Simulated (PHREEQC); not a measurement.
Consider water at 43 °C with 10 mmol/kgw H2SO4, 17 mmol/kgw Al(NO3)3 and 0.018 mmol/kgw CO2. Closed to the air; pH follows from the charge balance.

All values are PHREEQC results (ion-association model, phreeqc.dat), not measurements.

```json
{
 "pH": "1.82",
 "ionic_strength": "0.0901 mol/kgw",
 "density": "0.994 g/cm³",
 "total_alkalinity": "-20.0 meq/kg"
}
```

```tsv
species	molality	activity	log γ
NO3-	0.0510	0.0385	-0.122
H+	0.0182	0.0150	-0.083
Al+3	0.0107	0.00189	-0.751
AlSO4+	0.00617	0.00479	-0.109
HSO4-	0.00183	0.00143	-0.107
SO4-2	0.00172	0.000643	-0.426
Al(SO4)2-	0.000136	0.000106	-0.109
AlHSO4+2	2.09e-5	7.77e-6	-0.430
CO2	1.80e-5	1.84e-5	0.009
AlOH+2	9.98e-6	3.87e-6	-0.412
Al(OH)2+	1.05e-8	8.28e-9	-0.103
```

This is a speciation only: nothing precipitates in the calculation. Constants without temperature data keep their 25 °C values here.
